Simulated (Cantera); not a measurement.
# Adiabatic ignition

An adiabatic, constant-pressure homogeneous reactor starts with 11.8 % CO, 13.0 % H2, 4.85 % CH4, 14.8 % O2, 55.5 % N2, at 1123 K and 9.40 bar.

Detailed kinetics in Cantera: GRI-Mech 3.0 (53 species, 325 reactions).

| t (s) | T (K) | x CO | x H2 | x CH4 | x OH | x CO2 | x H2O |
|---|---|---|---|---|---|---|---|
| 6.00e-6 | 1123 | 0.118 | 0.130 | 0.0485 | 3.28e-10 | 2.55e-8 | 4.36e-8 |
| 1.79e-5 | 1123 | 0.118 | 0.130 | 0.0485 | 8.85e-10 | 1.65e-7 | 2.80e-7 |
| 5.34e-5 | 1123 | 0.118 | 0.130 | 0.0485 | 5.19e-9 | 2.09e-6 | 3.35e-6 |
| 0.000159 | 1127 | 0.118 | 0.130 | 0.0484 | 4.70e-7 | 0.000154 | 0.000374 |
| 0.000475 | 2744 | 0.110 | 0.0461 | 6.44e-12 | 0.00510 | 0.0651 | 0.187 |
| 0.00142 | 2739 | 0.110 | 0.0465 | 6.77e-12 | 0.00495 | 0.0647 | 0.187 |
| 0.00423 | 2738 | 0.110 | 0.0465 | 6.80e-12 | 0.00494 | 0.0647 | 0.187 |
| 0.0126 | 2738 | 0.110 | 0.0465 | 6.80e-12 | 0.00494 | 0.0647 | 0.187 |
| 0.0377 | 2738 | 0.110 | 0.0465 | 6.80e-12 | 0.00494 | 0.0647 | 0.187 |
| 0.112 | 2738 | 0.110 | 0.0465 | 6.80e-12 | 0.00494 | 0.0647 | 0.187 |
| 0.335 | 2738 | 0.110 | 0.0465 | 6.80e-12 | 0.00494 | 0.0647 | 0.187 |
| 1.00 | 2738 | 0.110 | 0.0465 | 6.80e-12 | 0.00494 | 0.0647 | 0.187 |
x: mole fraction; the columns are a selection and need not sum to one.

```
Property                                                              Result
---------------------------------  -----------------------------------------
time of steepest temperature rise                                   0.299 ms
temperature at 1.00 s                                                 2738 K
equilibrium temperature                                               2738 K
x(CO) at 1.00 s                          0.110 (gas-phase equilibrium 0.110)
x(H2) at 1.00 s                        0.0465 (gas-phase equilibrium 0.0465)
x(CH4) at 1.00 s                   6.80e-12 (gas-phase equilibrium 7.81e-12)
```
